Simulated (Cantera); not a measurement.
An isothermal, constant-pressure homogeneous reactor starts with H2 : O2 : N2 = 1.8 : 1 : 7.5 (molar parts), equivalence ratio 0.90, at 925 K and 120 Torr.

Model: the H2/O2 subset of GRI-Mech 3.0, which has no nitrogen chemistry, integrated in Cantera. Below about 950 K walls govern HO2 and H2O2 in real vessels. The temperature is held fixed by assumption; the heat of reaction is taken as removed at once.

x: mole fraction; the columns are a selection and need not sum to one.

| t (s) | x H2 | x O2 | x OH | x H | x HO2 | x H2O | x O |
|---|---|---|---|---|---|---|---|
| 5.00e-6 | 0.175 | 0.0971 | <1e-12 | 1.06e-12 | 1.08e-12 | <1e-12 | <1e-12 |
| 1.68e-5 | 0.175 | 0.0971 | <1e-12 | 3.54e-12 | 3.67e-12 | <1e-12 | <1e-12 |
| 5.61e-5 | 0.175 | 0.0971 | <1e-12 | 1.27e-11 | 1.29e-11 | 2.40e-12 | <1e-12 |
| 0.000188 | 0.175 | 0.0971 | 1.68e-12 | 6.69e-11 | 5.27e-11 | 4.49e-11 | 6.03e-12 |
| 0.000630 | 0.175 | 0.0971 | 4.25e-11 | 1.63e-9 | 7.03e-10 | 2.22e-9 | 1.55e-10 |
| 0.00211 | 0.175 | 0.0971 | 8.12e-7 | 2.66e-5 | (withheld) | 4.16e-5 | 2.53e-6 |
| 0.00707 | 0.00586 | 0.0138 | 0.000217 | 0.00151 | (withheld) | 0.184 | 0.000184 |
| 0.0237 | 0.00103 | 0.0111 | 3.03e-5 | 3.41e-5 | (withheld) | 0.190 | 1.44e-5 |
| 0.0794 | 0.000307 | 0.0108 | 7.70e-6 | 2.49e-6 | (withheld) | 0.191 | 1.85e-6 |
| 0.266 | 0.000119 | 0.0107 | 1.44e-6 | 1.81e-7 | (withheld) | 0.191 | 1.70e-7 |
| 0.891 | 6.44e-5 | 0.0107 | 3.87e-7 | 2.72e-8 | (withheld) | 0.191 | 2.69e-8 |
| 2.98 | 2.95e-5 | 0.0107 | 1.65e-7 | 5.50e-9 | (withheld) | 0.191 | 5.70e-9 |
| 10.0 | 1.02e-5 | 0.0106 | 6.50e-8 | 7.76e-10 | (withheld) | 0.191 | 8.32e-10 |

### Question
What belongs in the gaps?

### Answer

- 0.00211, x HO2: 6.79e-6
- 0.00707, x HO2: 4.95e-6
- 0.0237, x HO2: 3.36e-6
- 0.0794, x HO2: 2.27e-6
- 0.266, x HO2: 1.36e-6
- 0.891, x HO2: 8.47e-7
- 2.98, x HO2: 4.40e-7
- 10.0, x HO2: 1.68e-7
